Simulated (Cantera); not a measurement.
Carbon deposition, reforming and gasification: C + H₂O + H₂

A closed system holds: 1 mol C, 0.93 mol H₂O, 14 mol H₂, equilibrated at 77.0 Pa.

Equilibrium computed with Cantera from the NASA thermochemical tables; the gas is ideal and each condensed phase is pure. Candidate condensed phases: C, C₆H₆, C₇H₈, C₈H₁₈, H₂O; 110 gas species. The numbers say what is thermodynamically allowed, not how fast it happens.

From 1500 K to 2200 K the condensed part is C(graphite). From 2300 K to 2600 K nothing is condensed. The main C-bearing gas is CO throughout.

```tsv
T (K)	x H₂	x H	x CO	x C₂H₂ (acetylene)	x C	n C(graphite)
1500	0.941	0.000615	0.0586	8.49e-6	<1e-12	0.0697
1600	0.939	0.00190	0.0586	2.58e-5	<1e-12	0.0692
1700	0.936	0.00514	0.0585	6.87e-5	1.96e-11	0.0678
1800	0.929	0.0124	0.0583	0.000163	3.28e-10	0.0648
1900	0.914	0.0273	0.0578	0.000349	4.09e-9	0.0588
2000	0.887	0.0552	0.0570	0.000681	3.95e-8	0.0477
2100	0.840	0.103	0.0556	0.00121	3.08e-7	0.0292
2200	0.767	0.178	0.0534	0.00197	1.98e-6	0.000651
2300	0.664	0.284	0.0503	0.00183	8.68e-6	0
2400	0.533	0.419	0.0464	0.00159	3.38e-5	0
2500	0.390	0.566	0.0420	0.00122	0.000116	0
2600	0.258	0.703	0.0380	0.000724	0.000337	0
```
x: gas mole fraction; n: condensed amount in mol.
